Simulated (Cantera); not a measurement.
NO annealing gas

A perfectly stirred reactor is fed with 7.14 % NO, 92.9 % N2, at 3000 Pa; it is held at 2073 K, and followed from long to short residence time.

Computed with Cantera and GRI-Mech 3.0 (53 species, 325 reactions). Radical loss at walls, strong at low pressure, is not modelled.

```csv
τ (s),x NO,x N2O,x O2,x O,x NO2
1.7,0.0649,1.84e-6,0.00305,0.000411,2.19e-6
0.78,0.0692,2.17e-6,0.000976,0.000262,1.46e-6
0.37,0.0707,2.29e-6,0.000294,0.000163,9.31e-7
0.17,0.0712,2.32e-6,7.20e-5,8.84e-5,5.18e-7
0.081,0.0713,2.24e-6,1.68e-5,4.40e-5,2.62e-7
0.038,0.0714,2.04e-6,3.56e-6,2.02e-5,1.19e-7
0.018,0.0714,1.70e-6,7.37e-7,8.89e-6,5.12e-8
0.0085,0.0714,1.26e-6,1.46e-7,3.76e-6,2.02e-8
0.0040,0.0714,8.05e-7,2.85e-8,1.56e-6,7.31e-9
0.0019,0.0714,4.60e-7,5.76e-9,6.64e-7,2.46e-9
```
x: mole fraction; the columns are a selection and need not sum to one.
